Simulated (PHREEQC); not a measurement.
Make-up at 20 °C: 0.26 mol KCl per kg of water. Closed to the air; pH follows from the charge balance.

All values are PHREEQC results (ion-association model, phreeqc.dat), not measurements.

This is a speciation only: nothing precipitates in the calculation.

Estimate the activity of water, specific conductance, density.

activity of water 0.991; specific conductance 26700 µS/cm; density 1.010 g/cm³.
